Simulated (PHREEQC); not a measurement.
PHREEQC input (ion-association model, wateq4f.dat):

```
SOLUTION_MASTER_SPECIES
  An  An-  0  An  62.0  # stands for a non-complexing anion
SOLUTION_SPECIES
  An- = An-
    -log_k 0
    -gamma 3.0 0
PHASES
  Fix_H+
    H+ = H+
    -log_k 0
SOLUTION 1
  temp 25
  units mmol/kgw
  pH 7 charge
  Cl 0.122
  Ni 0.061
  Na 100
  An 100
END
SELECTED_OUTPUT 1
  -reset false
  -pH true
  -pe true
  -ionic_strength true
  -water true
  -totals Cl Na Ni
  -molalities Hfo_wOH Hfo_wOH2+ Hfo_wO- Hfo_sOH Hfo_sOH2+ Hfo_sO- Hfo_sONi+ Hfo_wONi+
  -saturation_indices Ni(OH)2 Halite
USER_PUNCH 1
  -headings sigma psi
  10 PUNCH EDL("sigma", "Hfo"), EDL("psi", "Hfo")
PRINT
  -reset false
USE solution 1
SURFACE 1
  Hfo_wOH 0.00337079 600 1.5
  Hfo_sOH 8.42697e-05
EQUILIBRIUM_PHASES 1
  Fix_H+ -4 HAn 10
    -force_equality true
  O2(g) -0.68 10
END
# ... the last block is repeated for the other 16 points of pH, with NaOH or the acid as the point needs
```

Selected output (columns that matter, 17 of 17 rows; pH added in front):

```
pH	mu	Na	Ni	m_Hfo_wOH	m_Hfo_wOH2+	m_Hfo_wO-	m_Hfo_sOH	m_Hfo_sOH2+	m_Hfo_sO-	m_Hfo_sONi+	si_Ni(OH)2	si_Halite	sigma	psi
4	0.1018	0.1	6.0979e-05	0.00044477	0.0029245	1.5496e-06	1.1117e-05	7.3094e-05	3.8731e-08	1.9854e-08	-7.449	-6.7202	0.32122	0.14624
4.38	0.10157	0.1	6.0893e-05	0.00075769	0.0026081	5.0427e-06	1.8919e-05	6.5123e-05	1.2592e-07	1.0171e-07	-6.6894	-6.72	0.28606	0.14039
4.75	0.10134	0.1	6.05e-05	0.0011199	0.002238	1.2838e-05	2.784e-05	5.5636e-05	3.1914e-07	4.7474e-07	-5.9519	-6.7199	0.24456	0.13247
5.12	0.10112	0.1	5.8819e-05	0.0014862	0.0018573	2.7244e-05	3.6244e-05	4.5295e-05	6.6441e-07	2.0662e-06	-5.2239	-6.7197	0.20122	0.12264
5.5	0.1009	0.1	5.2572e-05	0.0018232	0.0014962	5.0897e-05	4.1284e-05	3.3879e-05	1.1525e-06	7.9537e-06	-4.5123	-6.7196	0.15937	0.11097
5.88	0.10069	0.1	3.791e-05	0.002098	0.0011862	8.5006e-05	3.9067e-05	2.2089e-05	1.5829e-06	2.1531e-05	-3.8941	-6.7194	0.12274	0.098059
6.25	0.10049	0.1	2.0102e-05	0.002298	0.00094058	0.00012862	3.2061e-05	1.3123e-05	1.7944e-06	3.7292e-05	-3.4294	-6.7192	0.092654	0.084472
6.62	0.10034	0.1	7.4894e-06	0.0024333	0.00075102	0.0001806	2.6507e-05	8.1812e-06	1.9674e-06	4.7614e-05	-3.1181	-6.7191	0.067561	0.069836
7	0.10022	0.1	1.9741e-06	0.0025171	0.00060761	0.00023887	2.4305e-05	5.8672e-06	2.3066e-06	5.1791e-05	-2.9371	-6.719	0.046244	0.053671
7.38	0.10014	0.1	4.3849e-07	0.0025613	0.00050321	0.00029865	2.3884e-05	4.6925e-06	2.7849e-06	5.2908e-05	-2.8309	-6.719	0.02863	0.036482
7.75	0.10007	0.1	9.5485e-08	0.0025792	0.00042666	0.00035718	2.3863e-05	3.9475e-06	3.3047e-06	5.3155e-05	-2.7537	-6.7189	0.014048	0.019013
8.12	0.10012	0.10012	2.0479e-08	0.0025802	0.00036502	0.00041781	2.3831e-05	3.3714e-06	3.859e-06	5.3208e-05	-2.6848	-6.7184	0.00082615	0.0011434
8.5	0.10018	0.10024	4.2626e-09	0.0025661	0.00030956	0.00048732	2.3692e-05	2.858e-06	4.4993e-06	5.322e-05	-2.613	-6.7179	-0.012696	-0.017242
8.88	0.10026	0.10039	9.3268e-10	0.0025338	0.00025707	0.00057213	2.3392e-05	2.3732e-06	5.2819e-06	5.3222e-05	-2.5322	-6.7174	-0.027552	-0.035273
9.25	0.10035	0.10056	2.4294e-10	0.0024769	0.00020693	0.00067919	2.2866e-05	1.9103e-06	6.2702e-06	5.3222e-05	-2.438	-6.7167	-0.044561	-0.052171
9.62	0.10048	0.10078	9.0578e-11	0.0023833	0.00015846	0.0008212	2.2002e-05	1.4629e-06	7.5812e-06	5.3222e-05	-2.3221	-6.7158	-0.065172	-0.068191
10	0.10068	0.1011	6.5547e-11	0.0022355	0.00011284	0.0010146	2.0638e-05	1.0417e-06	9.3668e-06	5.3222e-05	-2.1746	-6.7146	-0.091039	-0.083592
```

Species that the database lacks are ignored.
